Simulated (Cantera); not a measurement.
Feed: 1 mol SiCl4, 2.6 mol Cl2, 0.22 mol H2, equilibrated at 1123.15 K and 0.170 bar.

Method: chemical equilibrium by Gibbs-energy minimisation in Cantera with the NASA 1993 tables (ideal gas, pure condensed phases). Candidate condensed phases: Si; 19 gas species. The numbers say what is thermodynamically allowed, not how fast it happens.

Base state: Cl2 0.620, SiCl4 0.261, HCl 0.115, Cl 0.00383 (mole fractions); condensed: gas only.

Question: What changes in the equilibrium state with this change: temperature from 1123.15 K to 1000 K?

Answer: 
```tsv
species	before	after
Cl2	0.620	0.622
SiCl4	0.261	0.262
HCl	0.115	0.115
Cl	0.00383	0.000743
```
